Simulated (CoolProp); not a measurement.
Vapour-liquid equilibrium of propane (1) + R114 (2) at 0.843 MPa; x and y are mole fractions of (1).

The numbers come from the multi-fluid Helmholtz-energy mixture model, Lemmon 2009 and Platzer 1990; pair parameters Bell 2016 in CoolProp. This equation is an older, rougher fit; its heat capacities, sound speeds and derivatives of the liquid may be far off and weren't checked against measurements.

```tsv
x	bubble temperature, mixture model (°C)	bubble temperature, Raoult's law (°C)	y, mixture model	y, Raoult's law
0.05	69.7	70.6	0.146	0.155
0.15	59.6	61.7	0.372	0.390
0.25	51.5	54.2	0.529	0.556
0.35	45.0	47.7	0.642	0.676
0.45	39.6	42.0	0.726	0.766
0.55	35.1	37.1	0.793	0.834
0.65	31.2	32.6	0.847	0.887
0.75	27.8	28.7	0.895	0.929
0.85	24.6	25.1	0.938	0.962
0.95	21.7	21.8	0.980	0.989
```

The largest gap from Raoult's law is -2.7 K in bubble temperature, at x = 0.35. No azeotrope shows between x = 0.05 and 0.95.

The pair parameters rest on a limited set of measurements; away from them the model extrapolates.
